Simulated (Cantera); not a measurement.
## Ammonia decomposition in nitride growth gas

A perfectly stirred reactor is fed with NH3 : N2 = 0.51 : 3.6 (molar parts), at 23.3 Torr; it is held at 2350 K, and followed from long to short residence time.

Model: the gas-phase N/H chemistry of the illustrative SiF4/NH3 mechanism in the Surface Chemkin manual (1991), integrated in Cantera. Walls and surfaces, which speed up NH3 decomposition in real reactors, are not modelled.

| τ (s) | x NH3 | x N2 | x N2H2 | x H2 | x NH2 | x NH | x H |
|---|---|---|---|---|---|---|---|
| 3.5 | 0.000732 | 0.833 | 1.67e-8 | 0.163 | 4.49e-5 | 1.74e-5 | 0.00314 |
| 1.0 | 0.00444 | 0.835 | 8.65e-8 | 0.159 | 0.000140 | 2.72e-5 | 0.00157 |
| 0.29 | 0.0148 | 0.839 | 3.23e-7 | 0.145 | 0.000325 | 4.18e-5 | 0.00101 |
| 0.083 | 0.0387 | 0.847 | 9.90e-7 | 0.113 | 0.000665 | 5.94e-5 | 0.000619 |
| 0.024 | 0.0747 | 0.859 | 2.16e-6 | 0.0646 | 0.00115 | 6.99e-5 | 0.000325 |
| 0.0069 | 0.105 | 0.869 | 3.06e-6 | 0.0245 | 0.00166 | 6.12e-5 | 0.000138 |
| 0.0020 | 0.118 | 0.874 | 2.41e-6 | 0.00594 | 0.00182 | 3.67e-5 | 4.35e-5 |
| 0.00057 | 0.123 | 0.875 | 5.79e-7 | 0.000856 | 0.00103 | 1.27e-5 | 1.08e-5 |
| 0.00016 | 0.124 | 0.876 | 3.94e-8 | 0.000164 | 0.000319 | 1.87e-6 | 6.39e-6 |
x: mole fraction; the columns are a selection and need not sum to one.
